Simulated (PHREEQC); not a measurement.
Consider water at 25 °C with 15 mmol/kgw NaH2PO4, 2.2 mmol/kgw Na2B4O7 and 160 mmol/kgw NaCl. Closed to the air; pH follows from the charge balance.

Equilibrium calculation in PHREEQC: ion-association model, wateq4f.dat.

| Item | Value |
|---|---|
| pH | 6.39 |
| ionic strength | 0.183 mol/kgw |
| activity of water | 0.994 |
| total alkalinity | 4.40 meq/kg |

| species | molality | activity | log γ |
|---|---|---|---|
| Na+ | 0.179 | 0.134 | -0.126 |
| Cl- | 0.160 | 0.115 | -0.143 |
| H2PO4- | 0.0106 | 0.00798 | -0.124 |
| H3BO3 | 0.00878 | 0.00916 | 0.018 |
| HPO4-2 | 0.00396 | 0.00122 | -0.513 |
| NaHPO4- | 0.000423 | 0.000318 | -0.124 |
| H2BO3- | 1.88e-5 | 1.29e-5 | -0.161 |
| H+ | 5.08e-7 | 4.07e-7 | -0.096 |
| H3PO4 | 4.59e-7 | 4.78e-7 | 0.018 |
| OH- | 3.42e-8 | 2.44e-8 | -0.146 |

This is a speciation only: nothing precipitates in the calculation. H3PO4, which wateq4f.dat lacks, is added to it with the constant of phreeqc.dat.
